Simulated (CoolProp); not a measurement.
Vapour-liquid equilibrium of hydrogen chloride (1) + propane (2) at 0.344 MPa; x and y are mole fractions of (1).

Values from CoolProp's multi-fluid Helmholtz-energy mixture model, Thol 2018 and Lemmon 2009; pair parameters Bell 2016.

Task: Give the bubble temperature and the first vapour's composition at x = 0.05, 0.65, 0.8. Is there an azeotrope?

Result: x = 0.05: 250.2 K, y = 0.370; x = 0.65: 216.3 K, y = 0.904; x = 0.8: 214.8 K, y = 0.927. No azeotrope shows between x = 0.05 and 0.95.

The pair parameters rest on a limited set of measurements; away from them the model extrapolates. With so large a gap from Raoult's law the liquid may split in two, which this calculation doesn't test in full.
